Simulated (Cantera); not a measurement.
A Cantera script and what it prints.

```python
import numpy as np
import cantera as ct

gas_names = """
    H HO2 H2 H2O H2O2 O OH O2 O3 V VO VO2
""".split()
cond_names = """
    H2O(s) H2O(L) V(cr) V(L) VO(s) VO(L) V2O3(s) V2O3(L) V2O4(I) V2O4(II) V2O4(L) V2O5(s) V2O5(L)
""".split()


def load(file, names, dense=False):
    # The tables refer to 1 bar. Condensed volumes are neglected.
    table = {s.name: s for s in ct.Species.list_from_file(file)}
    out = []
    for n in names:
        d = dict(table[n].input_data)
        d["thermo"] = dict(d["thermo"], **{"reference-pressure": 1e5})
        if dense:
            d["equation-of-state"] = {"model": "constant-volume", "density": "1e6 g/cm^3"}
        out.append(ct.Species.from_dict(d))
    return out


gas = ct.Solution(thermo="ideal-gas", species=load("nasa_gas.yaml", gas_names))
cond = {s.name: ct.Solution(thermo="fixed-stoichiometry", species=[s], name=s.name)
        for s in load("nasa_condensed.yaml", cond_names, dense=True)}
atoms = {
    'V': {'V': 1},
    'H2O': {'H': 2, 'O': 1},
    'H2': {'H': 2},
}
top_T = {}  # K; cautious upper limits of use, not melting points


def equilibrate(T, P, feed):
    n = {}
    for name, mol in feed.items():
        for a, k in atoms[name].items():
            n[a] = n.get(a, 0.0) + k * mol
    gas.TPX = T, P, n
    mass = sum(n.values()) * gas.mean_molecular_weight
    gas.equilibrate("TP")
    valid = [c for c in cond.values() if c.min_temp <= T <= top_T.get(c.name, c.max_temp)]
    mix = ct.Mixture([(gas, mass / gas.mean_molecular_weight)] + [(c, 0.0) for c in valid])
    mix.T, mix.P = T, P
    mix.equilibrate("TP", solver="vcs", rtol=1e-11, max_steps=5000)
    return mix


results = []
feed = {'V': 1, 'H2O': 0.079, 'H2': 16}  # mol
P = 1.9  # Pa
for T in [1175, 1275, 1375, 1475, 1575, 1675, 1775, 1875, 1975, 2075, 2175, 2275, 2375, 2475]:
    mix = equilibrate(T, P, feed)
    results.append((T, P, feed, dict(zip(mix.species_names, mix.species_moles))))
    x = sorted(zip(gas.X, gas.species_names), reverse=True)
    print(f"T = {T:g} K  P = {P:g} Pa  gas = {mix.phase_moles(0):.4g} mol")
    print("   x: " + "  ".join(f"{s} {v:.3e}" for v, s in x if v > 1e-06))
    print("   condensed (mol): " + ("  ".join(f"{mix.phase(i).name} {mix.phase_moles(i):.4g}"
          for i in range(1, mix.n_phases) if mix.phase_moles(i) > 1e-12) or "none"))
```

Output:

```
T = 1175 K  P = 1.9 Pa  gas = 16.08 mol
   x: H2 1.000e+00  H 2.812e-05
   condensed (mol): V(cr) 0.921  VO(s) 0.079
T = 1275 K  P = 1.9 Pa  gas = 16.08 mol
   x: H2 9.998e-01  H 1.691e-04  H2O 1.164e-06
   condensed (mol): V(cr) 0.921  VO(s) 0.07898
T = 1375 K  P = 1.9 Pa  gas = 16.09 mol
   x: H2 9.992e-01  H 7.858e-04  H2O 3.750e-06
   condensed (mol): V(cr) 0.9211  VO(s) 0.07894
T = 1475 K  P = 1.9 Pa  gas = 16.1 mol
   x: H2 9.970e-01  H 2.971e-03  H2O 1.017e-05  V 2.338e-06  VO 1.358e-06
   condensed (mol): V(cr) 0.9211  VO(s) 0.07881
T = 1575 K  P = 1.9 Pa  gas = 16.16 mol
   x: H2 9.904e-01  H 9.488e-03  V 3.269e-05  H2O 2.397e-05  VO 2.121e-05
   condensed (mol): V(cr) 0.9209  VO(s) 0.07825
T = 1675 K  P = 1.9 Pa  gas = 16.3 mol
   x: H2 9.731e-01  H 2.628e-02  V 3.319e-04  VO 2.351e-04  H2O 4.996e-05  VO2 9.743e-06
   condensed (mol): V(cr) 0.9166  VO(s) 0.07403
T = 1775 K  P = 1.9 Pa  gas = 16.69 mol
   x: H2 9.312e-01  H 6.408e-02  V 2.582e-03  VO 1.961e-03  VO2 1.019e-04  H2O 9.250e-05
   condensed (mol): V(cr) 0.8811  VO(s) 0.04132
T = 1875 K  P = 1.9 Pa  gas = 17.66 mol
   x: H2 8.416e-01  H 1.380e-01  V 1.607e-02  VO 4.247e-03  VO2 8.858e-05  H2O 4.939e-05
   condensed (mol): V(cr) 0.6398
T = 1975 K  P = 1.9 Pa  gas = 19.64 mol
   x: H2 6.886e-01  H 2.605e-01  V 4.695e-02  VO 3.942e-03  VO2 2.975e-05  H2O 2.067e-05
   condensed (mol): none
T = 2075 K  P = 1.9 Pa  gas = 21.88 mol
   x: H2 5.155e-01  H 4.388e-01  V 4.215e-02  VO 3.524e-03  VO2 2.985e-05  H2O 2.373e-05  OH 2.305e-06  O 1.407e-06
   condensed (mol): none
T = 2175 K  P = 1.9 Pa  gas = 25.06 mol
   x: H 6.368e-01  H2 3.233e-01  V 3.682e-02  VO 3.060e-03  VO2 2.878e-05  H2O 2.193e-05  O 8.008e-06  OH 5.801e-06
   condensed (mol): none
T = 2275 K  P = 1.9 Pa  gas = 28.4 mol
   x: H 7.972e-01  H2 1.675e-01  V 3.252e-02  VO 2.660e-03  O 3.877e-05  VO2 2.729e-05  H2O 1.603e-05  OH 1.188e-05
   condensed (mol): none
T = 2375 K  P = 1.9 Pa  gas = 30.82 mol
   x: H 8.915e-01  H2 7.592e-02  V 3.009e-02  VO 2.326e-03  O 1.579e-04  VO2 2.479e-05  OH 1.998e-05  H2O 9.557e-06
   condensed (mol): none
T = 2475 K  P = 1.9 Pa  gas = 32.12 mol
   x: H 9.355e-01  H2 3.285e-02  V 2.923e-02  VO 1.886e-03  O 5.053e-04  OH 2.685e-05  VO2 1.834e-05  H2O 4.683e-06
   condensed (mol): none
```

Cantera equilibrium calculation (NASA polynomials, part measured and part estimated; ideal gas, pure solids and liquids). Mutual solubility and eutectic melting of coexisting phases are not modelled. VO: taken at fixed stoichiometry. Condensed phases not in the tables: N, O or C dissolved in the metal.
